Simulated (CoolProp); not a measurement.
Vapour-liquid equilibrium of dimethyl ether (1) + chloromethane (R40) (2) at 0.0703 MPa; x and y are mole fractions of (1).

Computed with CoolProp (multi-fluid Helmholtz-energy mixture model, Wu 2011 and Thol 2014; pair parameters Bell 2016).

Q: Give the bubble temperature and the first vapour's composition at x = 0.5, 0.8, 0.95. Is there an azeotrope?

A: x = 0.5: -31.0 °C, y = 0.508; x = 0.8: -31.8 °C, y = 0.829; x = 0.95: -32.6 °C, y = 0.962. y crosses x between x = 0.35 and 0.5: the model has an azeotrope there.

The pair parameters rest on a limited set of measurements; away from them the model extrapolates.
